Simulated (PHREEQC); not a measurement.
Solution (25 °C): 1.1 mmol/kgw NiCl2, 62 mmol/kgw H3BO3 and 0.091 mmol/kgw FeSO4. Closed to the air; pH follows from the charge balance.

The numbers come from PHREEQC with the ion-association model, wateq4f.dat.

Question: The ionic strength comes out as 0.00362 mol/kgw. What activity coefficients do SO4-2, H2BO3-, Ni+2, NiCl+, Cl- get?

Answer: SO4-2 0.77, H2BO3- 0.94, Ni+2 0.77, NiCl+ 0.94, Cl- 0.94.

This is a speciation only: nothing precipitates in the calculation.
